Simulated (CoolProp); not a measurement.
R113 along the isotherm 226.85 °C: density (kg/m³) from the reference equation and from simpler models built on Tc = 214.1 °C, pc = 3.392 MPa, ω = 0.253; each cubic takes its own stable root.

Values from CoolProp's reference Helmholtz-energy equation of state, Marx 1992.

```json
[
 {"p (MPa)": "0.0161", "phase": "gas", "reference": "0.7267"},
 {"p (MPa)": "0.0251", "phase": "gas", "reference": "1.134"},
 {"p (MPa)": "0.039", "phase": "gas", "reference": "1.764"},
 {"p (MPa)": "0.0607", "phase": "gas", "reference": "2.751"},
 {"p (MPa)": "0.0946", "phase": "gas", "reference": "4.301"},
 {"p (MPa)": "0.147", "phase": "gas", "reference": "6.716"},
 {"p (MPa)": "0.229", "phase": "gas", "reference": "10.54"},
 {"p (MPa)": "0.357", "phase": "gas", "reference": "16.64"},
 {"p (MPa)": "0.556", "phase": "gas", "reference": "26.44"},
 {"p (MPa)": "0.866", "phase": "gas", "reference": "42.58"},
 {"p (MPa)": "1.35", "phase": "gas", "reference": "70.33"},
 {"p (MPa)": "2.1", "phase": "gas", "reference": "122.2"},
 {"p (MPa)": "3.27", "phase": "gas", "reference": "252.9"},
 {"p (MPa)": "5.09", "phase": "supercritical", "reference": "854.6"}
]
```

Q: How far does each simpler model (ideal gas, van der Waals, Soave-Redlich-Kwong) lie from the reference over these 14 states: mean and median of the absolute difference, and the worst?

A: 
- ideal gas: mean 12.4 %, median 2.7 %, worst -73.2 % at 226.85 °C and 5.09 MPa
- van der Waals: mean 2.4 %, median 0.2 %, worst -25.6 % at 226.85 °C and 5.09 MPa
- Soave-Redlich-Kwong: mean 1.3 %, median 0.1 %, worst -16.6 % at 226.85 °C and 5.09 MPa
